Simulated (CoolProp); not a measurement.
A closed Brayton cycle with carbon dioxide: compressor inlet 327.15 K and 7.8 MPa, high pressure 24.9 MPa, turbine inlet 915 K, compressor efficiency 0.89, turbine efficiency 0.93, recuperator effectiveness 0.9 (on enthalpy, no pinch check). Each further row changes one setting.

Values from CoolProp's reference Helmholtz-energy equation of state, Span 1996.

```
case                           thermal efficiency (%)  net work (kJ/kg)  compressor to turbine work  compressor exit (K)  turbine exit (K)
-----------------------------  ----------------------  ----------------  --------------------------  -------------------  ----------------
as stated                                        38.4               111                        0.36                427.9             763.7
turbine inlet 865 K                              36.8               101                        0.38                427.9             719.0
compressor inlet 337.15 K                        37.4               105                        0.40                443.3             763.7
high pressure 21.2 MPa                           37.5              99.2                        0.35                413.5             783.9
recuperator effectiveness 0.5                    25.1               111                        0.36                427.9             763.7
```
